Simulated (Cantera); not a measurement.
Cantera run, input and output.

```python
import numpy as np
import cantera as ct

gas = ct.Solution("gri30.yaml")
gas.TPX = 1573, 640000, {'CH3OH': 0.0085, 'O2': 0.0033, 'N2': 1}
reactor = ct.IdealGasConstPressureReactor(gas, energy="off", clone=False)
net = ct.ReactorNet([reactor])
net.rtol, net.atol = 1e-08, 1e-18
show = ['CH3OH', 'O2', 'CH2CO', 'C2H6', 'CO', 'CH2O']
times = np.geomspace(5e-05, 4, 13)

steps = ct.SolutionArray(gas, extra=["t"])
rows = []
print(f"{'t/s':>10s}{'T/K':>9s}{'P/Pa':>11s}" + "".join(f"{s:>11s}" for s in show))
for t in times:
    while net.time < t:
        t_next = net.step()
        steps.append(gas.state, t=t_next)
    rows.append([np.interp(t, steps.t, y) for y in (steps.T, steps.P, *steps(*show).X.T)])
    print(f"{t:10.3e}{rows[-1][0]:9.1f}{rows[-1][1]:11.4g}" + "".join(f"{x:11.3e}" for x in rows[-1][2:]))
rate = np.gradient(steps.T, steps.t)
print("integrator steps:", len(steps.t))
if steps.T.max() > steps.T[0] + 200:
    print(f"time of steepest temperature rise: {steps.t[rate.argmax()]:.4e} s")
gas.TPX = 1573, 640000, {'CH3OH': 0.0085, 'O2': 0.0033, 'N2': 1}
gas.equilibrate("TP")
print(f"equilibrium (TP): T = {gas.T:.1f} K  " + "  ".join(f"{s} {gas[s].X[0]:.3e}" for s in show))
```

It prints:

```
       t/s      T/K       P/Pa      CH3OH         O2      CH2CO       C2H6         CO       CH2O
 5.000e-05   1573.0    6.4e+05  2.327e-03  2.358e-03  1.785e-06  2.115e-07  3.461e-03  2.439e-03
 1.281e-04   1573.0    6.4e+05  8.853e-09  1.888e-04  5.516e-09  7.490e-10  7.903e-03  7.073e-08
 3.282e-04   1573.0    6.4e+05  9.965e-10  1.966e-07  2.239e-09  3.168e-11  7.516e-03  6.359e-09
 8.409e-04   1573.0    6.4e+05  4.626e-10  2.140e-08  1.413e-09  1.629e-11  7.346e-03  1.943e-09
 2.154e-03   1573.0    6.4e+05  2.534e-10  2.738e-09  9.384e-10  1.178e-11  7.258e-03  8.405e-10
 5.520e-03   1573.0    6.4e+05  1.248e-10  3.598e-10  5.405e-10  6.933e-12  7.209e-03  4.613e-10
 1.414e-02   1573.0    6.4e+05  5.360e-11  4.933e-11  2.420e-10  2.857e-12  7.181e-03  3.152e-10
 3.623e-02   1573.0    6.4e+05  2.194e-11  7.454e-12  9.040e-11  9.405e-13  7.164e-03  2.592e-10
 9.283e-02   1573.0    6.4e+05  1.040e-11  1.567e-12  3.896e-11  3.609e-13  7.152e-03  2.393e-10
 2.378e-01   1573.0    6.4e+05  7.854e-12  8.409e-13  2.847e-11  2.535e-13  7.142e-03  2.347e-10
 6.094e-01   1573.0    6.4e+05  7.640e-12  8.009e-13  2.688e-11  2.397e-13  7.134e-03  2.343e-10
 1.561e+00   1573.0    6.4e+05  7.532e-12  7.985e-13  2.473e-11  2.217e-13  7.133e-03  2.341e-10
 4.000e+00   1573.0    6.4e+05  7.180e-12  7.982e-13  2.034e-11  1.817e-13  7.133e-03  2.336e-10
integrator steps: 2349
equilibrium (TP): T = 1573.0 K  CH3OH 1.056e-14  O2 7.985e-13  CH2CO 3.084e-15  C2H6 8.741e-21  CO 7.135e-03  CH2O 2.228e-10
```

Detailed kinetics in Cantera: GRI-Mech 3.0 (53 species, 325 reactions). GRI-Mech 3.0 was tuned for natural gas; its chemistry of methanol as a main component is partial and can be far from experiment.
